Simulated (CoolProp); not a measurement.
Aqueous lithium chloride as a coolant, 20 % by mass, freezing at -43.9 °C, 1 atm.

The numbers come from the Melinder's fits for secondary coolants in CoolProp.

```csv
T (°C),cp (kJ/(kg K)),Prandtl number,density (kg/m³),conductivity (W/(m K))
-17.4,3.034,41.1,1124,0.501
-11.9,3.066,32.7,1123,0.508
-6.4,3.099,26.5,1122,0.516
-1,3.132,22.1,1121,0.523
4.5,3.165,18.6,1120,0.531
10,3.197,15.9,1118,0.539
15.4,3.230,13.9,1117,0.546
20.9,3.263,12.2,1115,0.554
26.3,3.295,10.9,1114,0.561
31.8,3.328,9.72,1112,0.568
```
